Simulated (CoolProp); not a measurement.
Properties of R1233zd(E) along the isotherm 450 K (Tc = 438.9 K, pc = 3583 kPa, ω = 0.304).

Computed with CoolProp (reference Helmholtz-energy equation of state, Akasaka 2022).

| p (kPa) | phase | cp (kJ/(kg K)) | fugacity coefficient |
|---|---|---|---|
| 2240 | gas | 1.178 | 0.8034 |
| 4480 | supercritical | 3.881 | 0.6029 |
| 6720 | supercritical | 1.721 | 0.4483 |
| 8960 | supercritical | 1.539 | 0.3698 |
| 11200 | supercritical | 1.461 | 0.3237 |
| 13400 | supercritical | 1.416 | 0.2945 |
| 15700 | supercritical | [?] | [?] |
| 17900 | supercritical | 1.363 | [?] |

Problem. What belongs in the gaps?

Solution. 
- 15700, cp (kJ/(kg K)): 1.385
- 15700, fugacity coefficient: 0.2740
- 17900, fugacity coefficient: 0.2604

The peak of cp marks the crossing from liquid-like to gas-like fluid above the critical point.
